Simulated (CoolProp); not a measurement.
Vapour-liquid equilibrium of cis-2-butene (1) + methanol (2) at 398.7 K; x and y are mole fractions of (1).

Model: multi-fluid Helmholtz-energy mixture model, Lemmon 2005 and de Reuck 1993; pair parameters Bell 2016, in CoolProp.

| x | bubble pressure, mixture model (bar) | bubble pressure, Raoult's law (bar) | y, mixture model | y, Raoult's law |
|---|---|---|---|---|
| 0.05 | 11.07 | 8.241 | 0.320 | 0.139 |
| 0.2 | 18.64 | 10.56 | 0.605 | 0.434 |
| 0.35 | 21.91 | 12.87 | 0.676 | 0.623 |
| 0.5 | 23.15 | 15.19 | 0.706 | 0.754 |
| 0.65 | 23.98 | 17.50 | 0.739 | 0.851 |
| 0.8 | 24.52 | 19.82 | 0.805 | 0.925 |
| 0.95 | 23.74 | 22.13 | 0.933 | 0.983 |

The largest gap from Raoult's law is +76.5 % in bubble pressure, at x = 0.2. y crosses x between x = 0.8 and 0.95: the model has an azeotrope there.

Pair parameters are fitted to limited data, so mixtures are less certain than the pure fluids. With so large a gap from Raoult's law the liquid may split in two, which this calculation doesn't test in full.
